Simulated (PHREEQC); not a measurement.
0.5 g of hydrous ferric oxide (600 m²/g; 0.2 weak and 0.005 strong sites per Fe, Dzombak-Morel constants, diffuse double layer) in 1 kg of water with 0.1 mol/kgw of an inert sodium salt and 1.5e-06 mol/kgw SrCl2, at 25 °C; the pH is set by adding NaOH or the inert anion's acid. Oxygen is held at 0.21 atm. No CO2 enters from the air. Nothing may precipitate in this run.

The series has 13 steps of pH, from 3 to 11.

Model: ion-association model, wateq4f.dat, run in PHREEQC.

### Question
Near which pH is half of the Sr sorbed, and on which side is more sorbed?

### Answer
Near pH 8.1, with more sorbed at higher pH.

Species that the database lacks are ignored. The oxide is taken as insoluble; below pH 4 it would dissolve.
